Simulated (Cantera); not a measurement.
## Thermodynamics of tantalum, niobium, vanadium and zirconium in process gases, feed V + H2O

Feed: 1 mol V, a varied amount of H2O, held at 2550 K and 22.0 Pa.

These are equilibrium values from Cantera (NASA tables, ideal gas, pure condensed phases), not measurements of a reactor. Candidate condensed phases: H2O, V, VO, V2O3, V2O4, V2O5; 12 gas species. The numbers say what is thermodynamically allowed, not how fast it happens.

From 0.062 mol H2O to 0.3 mol H2O nothing is condensed. The main V-bearing gas is V throughout.

```tsv
n(H2O) (mol)	log p V	log p H	log p VO	log p H2	log p VO2	log p O	log p OH	log p H2O
0.062	-3.73	-4.63	-4.92	-6.26	-6.91	-7.61	-9.05	-10.01
0.076	-3.75	-4.56	-4.85	-6.11	-6.74	-7.52	-8.88	-9.77
0.093	-3.77	-4.49	-4.78	-5.96	-6.57	-7.42	-8.71	-9.53
0.11	-3.79	-4.43	-4.72	-5.85	-6.44	-7.35	-8.58	-9.34
0.14	-3.82	-4.35	-4.64	-5.69	-6.24	-7.23	-8.39	-9.07
0.17	-3.86	-4.29	-4.58	-5.57	-6.09	-7.14	-8.23	-8.85
0.2	-3.89	-4.24	-4.53	-5.48	-5.96	-7.06	-8.10	-8.68
0.25	-3.94	-4.18	-4.47	-5.35	-5.79	-6.94	-7.93	-8.44
0.3	-4.00	-4.13	-4.42	-5.26	-5.65	-6.85	-7.79	-8.25
```
log p: log10 of the partial pressure in bar; nothing condenses.
